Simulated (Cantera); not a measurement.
A perfectly stirred reactor is fed with 6.40 % CH₃OH, 12.3 % O₂, 65.3 % N₂, 16.0 % CO₂, equivalence ratio 0.78, at 383 Torr; it is adiabatic with a 775 K inlet, and is followed from long to short residence time, starting on the burning branch (τ in s: 0.34, 0.17, 0.085, 0.043, 0.022, 0.011, 0.0054, 0.0027, 0.0014, 0.00069, 0.00035, 0.00017, 8.7e-05).

Detailed kinetics in Cantera: GRI-Mech 3.0 (53 species, 325 reactions). GRI-Mech 3.0 was tuned for natural gas; its chemistry of methanol as a main component is partial and can be far from experiment.

Q: Predict: blow-out, bracketed by the residence times tried; x(CH₃OH) at τ = 0.340 s; x(O₂) at τ = 0.340 s; x(CO₂) at τ = 0.340 s; x(H₂O₂) at τ = 0.340 s; x(CH₃OH) at τ = 5.40 ms; x(O₂) at τ = 5.40 ms; x(CO₂) at τ = 5.40 ms; x(H₂O₂) at τ = 5.40 ms; x(CH₂) at τ = 5.40 ms.

A: 
- blow-out, bracketed by the residence times tried = burning at 0.690 ms, out at 0.350 ms
- x(CH₃OH) at τ = 0.340 s = 1.61e-6
- x(O₂) at τ = 0.340 s = 0.0271
- x(CO₂) at τ = 0.340 s = 0.214
- x(H₂O₂) at τ = 0.340 s = 4.65e-8
- x(CH₃OH) at τ = 5.40 ms = 2.62e-5
- x(O₂) at τ = 5.40 ms = 0.0336
- x(CO₂) at τ = 5.40 ms = 0.199
- x(H₂O₂) at τ = 5.40 ms = 2.65e-7
- x(CH₂) at τ = 5.40 ms = 8.68e-8
